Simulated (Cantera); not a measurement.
Cantera run:

```python
import numpy as np
import cantera as ct

gas_names = """
    CL CL2 H HCL H2 Si SiCL SiCL2 SiCL3 SiCL4 SiH SiHCL3 SiH2 SiH2CL2 SiH3 SiH3CL SiH4 Si2 Si3
""".split()
cond_names = """
    Si(cr) Si(L)
""".split()


# ... load() reads the species with a 1 bar reference pressure and builds the phases ...
atoms = {
    'SiH2Cl2': {'Si': 1, 'H': 2, 'CL': 2},
    'H2': {'H': 2},
}
top_T = {}  # K; cautious upper limits of use, not melting points


# ... equilibrate(T, P, feed) seeds the gas with the atoms and calls Mixture.equilibrate('TP', solver="vcs", rtol=1e-11, max_steps=5000) ...
results = []
feed = {'SiH2Cl2': 1, 'H2': 1000}  # mol
P = 73000  # Pa
for T in [1375, 1525, 1675, 1825, 1975, 2125, 2275, 2425]:
    mix = equilibrate(T, P, feed)
    results.append((T, P, feed, dict(zip(mix.species_names, mix.species_moles))))
    x = sorted(zip(gas.X, gas.species_names), reverse=True)
    print(f"T = {T:g} K  P = {P:g} Pa  gas = {mix.phase_moles(0):.4g} mol")
    print("   x: " + "  ".join(f"{s} {v:.3e}" for v, s in x if v > 0.0001))
    print("   condensed (mol): " + ("  ".join(f"{mix.phase(i).name} {mix.phase_moles(i):.4g}"
          for i in range(1, mix.n_phases) if mix.phase_moles(i) > 1e-12) or "none"))
```

Output:

```
T = 1375 K  P = 73000 Pa  gas = 1002 mol
   x: H2 9.980e-01  HCL 1.970e-03
   condensed (mol): Si(cr) 0.9856
T = 1525 K  P = 73000 Pa  gas = 1002 mol
   x: H2 9.980e-01  HCL 1.969e-03
   condensed (mol): Si(cr) 0.9833
T = 1675 K  P = 73000 Pa  gas = 1002 mol
   x: H2 9.979e-01  HCL 1.967e-03  H 1.357e-04
   condensed (mol): Si(cr) 0.9715
T = 1825 K  P = 73000 Pa  gas = 1002 mol
   x: H2 9.975e-01  HCL 1.970e-03  H 5.148e-04
   condensed (mol): Si(L) 0.9387
T = 1975 K  P = 73000 Pa  gas = 1003 mol
   x: H2 9.963e-01  HCL 1.970e-03  H 1.598e-03
   condensed (mol): Si(L) 0.822
T = 2125 K  P = 73000 Pa  gas = 1004 mol
   x: H2 9.932e-01  H 4.236e-03  HCL 1.962e-03  Si 2.378e-04  SiH2 2.058e-04  SiH 1.042e-04
   condensed (mol): Si(L) 0.425
T = 2275 K  P = 73000 Pa  gas = 1008 mol
   x: H2 9.872e-01  H 9.873e-03  HCL 1.954e-03  Si 5.580e-04  SiH2 2.260e-04  SiH 1.820e-04
   condensed (mol): none
T = 2425 K  P = 73000 Pa  gas = 1013 mol
   x: H2 9.764e-01  H 2.070e-02  HCL 1.936e-03  Si 6.674e-04  SiH 1.674e-04  SiH2 1.383e-04
   condensed (mol): none
```

Cantera equilibrium calculation (NASA polynomials, part measured and part estimated; ideal gas, pure solids and liquids). Gases not in the tables: Si2H6 and higher silanes.
